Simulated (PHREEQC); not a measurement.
Make-up at 20 °C: 150 mmol/kgw KHCO3 and 31 mmol/kgw NaF. Closed to the air; pH follows from the charge balance.

Equilibrium calculation in PHREEQC: ion-association model, phreeqc.dat.

| quantity | before | after |
|---|---|---|
| pH | 8.10 | 8.13 |
| ionic strength (mol/kgw) | 0.181 | 0.106 |
| NaF (mol/kgw) | 0.000267 | 0.000306 |
| HF (mol/kgw) | 2.32e-7 | 2.30e-7 |
| HF2- (mol/kgw) | 2.60e-8 | 2.59e-8 |

Problem. Which change was made?
(A) KHCO3 replaced by KF at the same molality
(B) temperature from 20 to 90 °C
(C) KHCO3 from 0.15 to 0.075 mol/kgw
(D) KHCO3 replaced by KBr at the same molality
(E) temperature from 20 to 65 °C

Solution. C, KHCO3 from 0.15 to 0.075 mol/kgw

No solid was allowed to form.
